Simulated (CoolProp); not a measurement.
A Linde-Hampson liquefier for ethylene: isothermal reversible compression at 300 K from 1 atm to 25 MPa, throttling to 1 atm, return gas leaving the recuperator 5 K below the feed. Each further row changes one setting.

The numbers come from the reference Helmholtz-energy equation of state, Smukala 2000 in CoolProp.

| case | liquid yield per pass | compression work (kJ/kg of gas) |
|---|---|---|
| as stated | [?] | 386 |
| high pressure 50 MPa | [?] | [?] |
| warm-end temperature 330 K | [?] | [?] |
| warm-end gap 10 K | [?] | 386 |

Task: Some entries are withheld; supply them.

Result: 
- as stated, liquid yield per pass: 0.475
- high pressure 50 MPa, liquid yield per pass: 0.460
- high pressure 50 MPa, compression work (kJ/kg of gas): 441
- warm-end temperature 330 K, liquid yield per pass: 0.392
- warm-end temperature 330 K, compression work (kJ/kg of gas): 454
- warm-end gap 10 K, liquid yield per pass: 0.469
